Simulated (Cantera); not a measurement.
Adiabatic ignition

An adiabatic, constant-volume homogeneous reactor starts with CO : H2 : CH4 : O2 : N2 = 1 : 0.19 : 0.73 : 0.979 : 3.68 (molar parts), equivalence ratio 2.1, at 1575 K and 7500 Torr.

Detailed kinetics in Cantera: GRI-Mech 3.0 (53 species, 325 reactions).

| t (s) | T (K) | P (bar) | x CO | x H2 | x CH4 | x C2H6 | x C2H | x O2 | x H2O |
|---|---|---|---|---|---|---|---|---|---|
| 1.00e-6 | 1575 | 10.00 | 0.152 | 0.0289 | 0.111 | 7.20e-9 | <1e-12 | 0.149 | 3.74e-6 |
| 2.89e-6 | 1575 | 10.0 | 0.152 | 0.0289 | 0.111 | 3.34e-7 | <1e-12 | 0.149 | 2.33e-5 |
| 8.38e-6 | 1576 | 10.0 | 0.152 | 0.0288 | 0.111 | 2.48e-5 | <1e-12 | 0.149 | 0.000231 |
| 2.42e-5 | 1594 | 10.1 | 0.152 | 0.0286 | 0.108 | 0.000727 | 1.07e-12 | 0.147 | 0.00271 |
| 7.02e-5 | 2994 | 20.6 | 0.205 | 0.0951 | 3.51e-10 | <1e-12 | <1e-12 | 0.000174 | 0.129 |
| 0.000203 | 2990 | 20.5 | 0.205 | 0.0955 | 3.64e-10 | <1e-12 | <1e-12 | 0.000167 | 0.129 |
| 0.000588 | 2989 | 20.5 | 0.205 | 0.0955 | 3.65e-10 | <1e-12 | <1e-12 | 0.000167 | 0.129 |
| 0.00170 | 2989 | 20.5 | 0.205 | 0.0955 | 3.65e-10 | <1e-12 | <1e-12 | 0.000167 | 0.129 |
| 0.00492 | 2989 | 20.5 | 0.205 | 0.0955 | 3.65e-10 | <1e-12 | <1e-12 | 0.000167 | 0.129 |
| 0.0143 | 2989 | 20.5 | 0.205 | 0.0955 | 3.65e-10 | <1e-12 | <1e-12 | 0.000167 | 0.129 |
| 0.0412 | 2989 | 20.5 | 0.205 | 0.0955 | 3.65e-10 | <1e-12 | <1e-12 | 0.000167 | 0.129 |
| 0.119 | 2989 | 20.5 | 0.205 | 0.0955 | 3.65e-10 | <1e-12 | <1e-12 | 0.000167 | 0.129 |
| 0.346 | 2989 | 20.5 | 0.205 | 0.0955 | 3.65e-10 | <1e-12 | <1e-12 | 0.000167 | 0.129 |
| 1.00 | 2989 | 20.5 | 0.205 | 0.0955 | 3.65e-10 | <1e-12 | <1e-12 | 0.000167 | 0.129 |
x: mole fraction; the columns are a selection and need not sum to one.

```
Property                                                               Value
---------------------------------  -----------------------------------------
time of steepest temperature rise                                    59.3 µs
temperature at 1.00 s                                                 2989 K
equilibrium temperature                                               2989 K
x(CO) at 1.00 s                          0.205 (gas-phase equilibrium 0.205)
x(H2) at 1.00 s                        0.0955 (gas-phase equilibrium 0.0955)
x(CH4) at 1.00 s                   3.65e-10 (gas-phase equilibrium 4.09e-10)
```
